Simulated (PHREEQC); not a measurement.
NaOH is added in steps, without added water, to 1 kg of water holding 15 mmol/kgw SrCl2, 0.14 mmol/kgw CO2 and 0.43 mmol/kgw KCl, at 20 °C. Oxygen is held at 0.21 atm. The system is closed to CO2. The run lets Strontianite, Halite, Nahcolite, Natron precipitate or redissolve, and no other solid.

Base run: PHREEQC, ion-association model, wateq4f.dat. Each further column changes one thing. The table gives C in solution (mol/kgw).

```json
[
 {"NaOH added (mol)": "0", "base": "0.000140", "database phreeqc.dat": "0.000140", "all activity coefficients set to 1": "0.000140", "metal-ligand complexes left out": "0.000140"},
 {"NaOH added (mol)": "0.007583", "base": "4.75e-7", "database phreeqc.dat": "4.71e-7", "all activity coefficients set to 1": "3.40e-7", "metal-ligand complexes left out": "1.70e-7"},
 {"NaOH added (mol)": "0.01517", "base": "4.99e-7", "database phreeqc.dat": "4.95e-7", "all activity coefficients set to 1": "3.46e-7", "metal-ligand complexes left out": "1.84e-7"},
 {"NaOH added (mol)": "0.02275", "base": "5.24e-7", "database phreeqc.dat": "5.20e-7", "all activity coefficients set to 1": "3.52e-7", "metal-ligand complexes left out": "1.99e-7"},
 {"NaOH added (mol)": "0.03033", "base": "5.51e-7", "database phreeqc.dat": "5.46e-7", "all activity coefficients set to 1": "3.60e-7", "metal-ligand complexes left out": "2.15e-7"},
 {"NaOH added (mol)": "0.03792", "base": "5.79e-7", "database phreeqc.dat": "5.74e-7", "all activity coefficients set to 1": "3.67e-7", "metal-ligand complexes left out": "2.30e-7"},
 {"NaOH added (mol)": "0.0455", "base": "6.07e-7", "database phreeqc.dat": "6.02e-7", "all activity coefficients set to 1": "3.75e-7", "metal-ligand complexes left out": "2.46e-7"},
 {"NaOH added (mol)": "0.05308", "base": "6.37e-7", "database phreeqc.dat": "6.31e-7", "all activity coefficients set to 1": "3.84e-7", "metal-ligand complexes left out": "2.62e-7"},
 {"NaOH added (mol)": "0.06067", "base": "6.67e-7", "database phreeqc.dat": "6.61e-7", "all activity coefficients set to 1": "3.93e-7", "metal-ligand complexes left out": "2.77e-7"},
 {"NaOH added (mol)": "0.06825", "base": "6.98e-7", "database phreeqc.dat": "6.91e-7", "all activity coefficients set to 1": "4.03e-7", "metal-ligand complexes left out": "2.93e-7"},
 {"NaOH added (mol)": "0.07583", "base": "7.30e-7", "database phreeqc.dat": "7.23e-7", "all activity coefficients set to 1": "4.13e-7", "metal-ligand complexes left out": "3.09e-7"},
 {"NaOH added (mol)": "0.08342", "base": "7.62e-7", "database phreeqc.dat": "7.55e-7", "all activity coefficients set to 1": "4.23e-7", "metal-ligand complexes left out": "3.24e-7"},
 {"NaOH added (mol)": "0.091", "base": "7.95e-7", "database phreeqc.dat": "7.87e-7", "all activity coefficients set to 1": "4.34e-7", "metal-ligand complexes left out": "3.40e-7"}
]
```

 phreeqc.dat and wateq4f.dat share most of their constants, so their agreement is no independent check. Solids allowed in the column 'database phreeqc.dat': Strontianite, Halite, Sylvite.
